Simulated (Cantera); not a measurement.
A closed system holds: 1 mol Si, 11 mol HBr, a varied amount of N₂, held at 923.15 K and 95.0 mbar.

Method: chemical equilibrium by Gibbs-energy minimisation in Cantera with the NASA 1993 tables (ideal gas, pure condensed phases). Candidate condensed phases: Br₂, Si, Si₃N₄; 28 gas species. N₂ is the only nitrogen source here; it is nearly inert below about 1500 K, so the nitride shown seldom forms there in practice. Kinetics and transport are ignored.

log p: log10 of the partial pressure in bar; n: condensed amount in mol.

| n(N₂) (mol) | log p N₂ | log p HBr | log p H₂ | log p SiBr₄ | log p SiHBr₃ | log p Br | log p SiBr₃ | n Si₃N₄(s) |
|---|---|---|---|---|---|---|---|---|
| 0.62 | -2.26 | -1.20 | -1.75 | -2.05 | -5.28 | -6.40 | -6.43 | 0 |
| 1.1 | -2.03 | -1.22 | -1.77 | -2.07 | -5.30 | -6.41 | -6.44 | 0 |
| 2.1 | ? | -1.26 | -1.80 | -2.11 | -5.34 | -6.43 | -6.46 | 0 |
| 3.9 | ? | ? | ? | ? | ? | -6.46 | -6.49 | 0 |
| 7.2 | -1.40 | -1.40 | -1.98 | -2.28 | -5.55 | -6.49 | -6.58 | 0.0175 |
| 13 | -1.27 | -1.51 | -2.15 | -2.45 | -5.79 | -6.51 | -6.73 | 0.0472 |
| 24 | -1.18 | -1.65 | -2.37 | -2.67 | -6.08 | -6.54 | -6.91 | 0.0784 |
| 45 | -1.11 | -1.84 | -2.64 | -2.94 | -6.42 | -6.60 | -7.12 | 0.110 |
| 83 | -1.07 | -2.05 | -2.92 | -3.23 | -6.79 | -6.67 | -7.35 | 0.139 |

Problem. Complete the blanks.

Solution. 
- 3.9, log p N₂: -1.57
- 3.9, log p HBr: -1.32
- 3.9, log p H₂: -1.86
- 3.9, log p SiBr₄: -2.17
- 3.9, log p SiHBr₃: -5.40
- 2.1, log p N₂: -1.78
